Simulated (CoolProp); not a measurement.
Saturated liquid density (kg/m³) of propylene: the reference equation beside estimates from Tc = 364.2 K, pc = 4.555 MPa, ω = 0.146. Rackett uses Z = 0.29056 − 0.08775 ω.

Computed with CoolProp (reference Helmholtz-energy equation of state, Lemmon 2013).

```csv
T (K),reference,Rackett,Redlich-Kwong,Soave-Redlich-Kwong,Peng-Robinson
291,518.3,512.3,461.7,473.5,537.2
295.2,511.3,505.4,453.4,465.2,527.8
299.5,503.9,498.1,444.6,456.5,517.9
303.7,496.5,490.8,435.7,447.6,507.8
307.9,488.7,483.2,426.5,438.4,497.2
312.1,480.7,475.3,417.0,428.7,486.1
316.3,472.3,467.1,407.0,418.6,474.5
320.5,463.5,458.5,396.7,408.0,462.2
324.7,454.2,449.4,385.8,396.8,449.3
329,444.1,439.7,374.0,384.7,435.2
333.2,433.6,429.5,361.9,372.2,420.5
337.4,422.3,418.5,349.0,358.7,404.8
341.6,409.9,406.6,335.0,344.2,387.7
345.8,396.1,393.4,319.9,328.3,368.9
350,380.4,378.4,303.1,310.5,348.0
```

Absolute difference from the reference over all 15 rows, mean and median: Rackett 1.0 and 1.1 %, Redlich-Kwong 14.9 and 14.4 %, Soave-Redlich-Kwong 12.5 and 12.0 %, Peng-Robinson 3.1 and 2.8 %.
